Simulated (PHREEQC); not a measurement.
A made-up water analysis in mg/L, 20 °C, pH 2.99, pe 11.5: Na 198; K 4.08; Ca 146; Mg 194; Cl 318; S(6) as SO4 1320; Al 0.147; O(0) (dissolved oxygen) 8.32; Si as SiO2 2.56.

Cl is adjusted to close the charge balance.
Valence states are taken as typed.

Computed with PHREEQC (ion-association model, phreeqc.dat).

No solid was allowed to form.

Problem. Predict the ionic strength, specific conductance.

Solution. ionic strength 0.0435 mol/kgw; specific conductance 2710 µS/cm.

Problem. In which forms is S present?

Solution. SO4-2 69 %, MgSO4 19 %, CaSO4 7.3 %, HSO4- 3.6 %, NaSO4- 1.4 % of the S.
